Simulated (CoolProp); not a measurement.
Computed with CoolProp (reference Helmholtz-energy equation of state, Lemmon 2006). It is a short technical equation, of lower accuracy than the large ones.

**Question.** For carbonyl sulfide, give the phase and the Z, cp (kJ/(kg K)), Joule-Thomson coefficient (K/MPa) at 360.6 K and 3.26 MPa; 421.2 K and 3.26 MPa; 459 K and 3.26 MPa.

**Answer.** 
- 360.6 K and 3.26 MPa: gas; Z 0.753, cp 1.12, Joule-Thomson coefficient 15.0
- 421.2 K and 3.26 MPa: gas; Z 0.866, cp 0.921, Joule-Thomson coefficient 9.60
- 459 K and 3.26 MPa: gas; Z 0.902, cp 0.895, Joule-Thomson coefficient 7.74
